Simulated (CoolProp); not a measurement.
Isobutene along the isobar 2.16 MPa: density (kg/m³) from the reference equation and from simpler models built on Tc = 418.1 K, pc = 4.016 MPa, ω = 0.193; each cubic takes its own stable root.

Computed with CoolProp (reference Helmholtz-energy equation of state, Lemmon 2005). It is a short technical equation, of lower accuracy than the large ones.

```json
[
 {"T (K)": "262.4", "phase": "liquid", "reference": "633.3", "van der Waals": "396.6", "Redlich-Kwong": "579.1", "Soave-Redlich-Kwong": "591.4"},
 {"T (K)": "268.3", "phase": "liquid", "reference": "626.7", "van der Waals": "392.7", "Redlich-Kwong": "572.3", "Soave-Redlich-Kwong": "585.1"},
 {"T (K)": "274.2", "phase": "liquid", "reference": "620.0", "van der Waals": "388.7", "Redlich-Kwong": "565.3", "Soave-Redlich-Kwong": "578.6"},
 {"T (K)": "280", "phase": "liquid", "reference": "613.4", "van der Waals": "384.7", "Redlich-Kwong": "558.2", "Soave-Redlich-Kwong": "572.0"},
 {"T (K)": "285.9", "phase": "liquid", "reference": "606.5", "van der Waals": "380.4", "Redlich-Kwong": "550.8", "Soave-Redlich-Kwong": "565.0"},
 {"T (K)": "291.7", "phase": "liquid", "reference": "599.6", "van der Waals": "376.1", "Redlich-Kwong": "543.4", "Soave-Redlich-Kwong": "557.9"},
 {"T (K)": "297.6", "phase": "liquid", "reference": "592.5", "van der Waals": "371.6", "Redlich-Kwong": "535.5", "Soave-Redlich-Kwong": "550.4"},
 {"T (K)": "303.5", "phase": "liquid", "reference": "585.2", "van der Waals": "367.0", "Redlich-Kwong": "527.4", "Soave-Redlich-Kwong": "542.6"},
 {"T (K)": "309.3", "phase": "liquid", "reference": "577.8", "van der Waals": "362.2", "Redlich-Kwong": "519.1", "Soave-Redlich-Kwong": "534.6"},
 {"T (K)": "315.2", "phase": "liquid", "reference": "570.2", "van der Waals": "357.1", "Redlich-Kwong": "510.4", "Soave-Redlich-Kwong": "526.2"},
 {"T (K)": "321", "phase": "liquid", "reference": "562.4", "van der Waals": "351.9", "Redlich-Kwong": "501.5", "Soave-Redlich-Kwong": "517.6"},
 {"T (K)": "326.9", "phase": "liquid", "reference": "554.2", "van der Waals": "346.4", "Redlich-Kwong": "492.1", "Soave-Redlich-Kwong": "508.4"},
 {"T (K)": "332.7", "phase": "liquid", "reference": "545.9", "van der Waals": "340.6", "Redlich-Kwong": "482.4", "Soave-Redlich-Kwong": "498.9"},
 {"T (K)": "338.6", "phase": "liquid", "reference": "537.1", "van der Waals": "334.4", "Redlich-Kwong": "472.1", "Soave-Redlich-Kwong": "488.7"}
]
```
